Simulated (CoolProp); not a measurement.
Vapour-liquid equilibrium of R114 (1) + n-heptane (2) at 316.1 K; x and y are mole fractions of (1).

The numbers come from the multi-fluid Helmholtz-energy mixture model, Platzer 1990 and Span 2003; pair parameters Bell 2016 in CoolProp. This equation is an older, rougher fit; its heat capacities, sound speeds and derivatives of the liquid may be far off and weren't checked against measurements.

Problem. Give the bubble pressure and the first vapour's composition at x = 0.35, 0.5, 0.65. Is there an azeotrope?

Solution. x = 0.35: 175.7 kPa, y = 0.939; x = 0.5: 223.4 kPa, y = 0.959; x = 0.65: 264.0 kPa, y = 0.972. No azeotrope shows between x = 0.05 and 0.95.

Pair parameters are fitted to limited data, so mixtures are less certain than the pure fluids.
